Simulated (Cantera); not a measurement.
A closed system holds: 1 mol SiHCl3, 0.11 mol C2H4, 18 mol H2, 0.17 mol C2H2, equilibrated at 2425 K and 580 Pa.

Cantera equilibrium calculation (NASA polynomials, part measured and part estimated; ideal gas, pure solids and liquids). Candidate condensed phases: C, C6H6, C7H8, C8H18, Si, SiC; 109 gas species. The tables' values for SiCl are old estimates; treat these amounts as uncertain. Gases not in the tables: Si2H6 and higher silanes. The numbers say what is thermodynamically allowed, not how fast it happens.

Base state: H2 0.644, H 0.189, HCl 0.100, Si 0.0299, Cl 0.0209, SiC2 0.00608, C2H2 (acetylene) 0.00494, SiCl2 0.00160 (mole fractions); condensed: gas only.

Task: What changes in the equilibrium state with this change: temperature from 2425 K to 1148.15 K?

Result: 
| species | before | after |
|---|---|---|
| H2 | 0.644 | 0.896 |
| HCl | 0.100 | 0.0821 |
| SiCl4 | <1e-9 | 0.00931 |
| H | 0.189 | 8.93e-7 |
| Si | 0.0299 | <1e-9 |
| Cl | 0.0209 | 7.21e-8 |
| SiC2 | 0.00608 | <1e-9 |
| C2H2 (acetylene) | 0.00494 | <1e-9 |
| SiC(s), mol | 0 | 0.560 |
The tables' values for SiCl3 are old estimates; treat these amounts as uncertain.

Task: What changes in the equilibrium state with this change: temperature from 2425 K to 2375 K?

Result: 
```csv
species,before,after
H2,0.644,0.680
H,0.189,0.153
HCl,0.100,0.105
Cl,0.0209,0.0169
Si,0.0299,0.0294
C3,2.50e-5,1.10e-5
C2H,8.81e-5,5.14e-5
SiCl2,0.00160,0.00257
"C(graphite), mol",0,0.0790
```
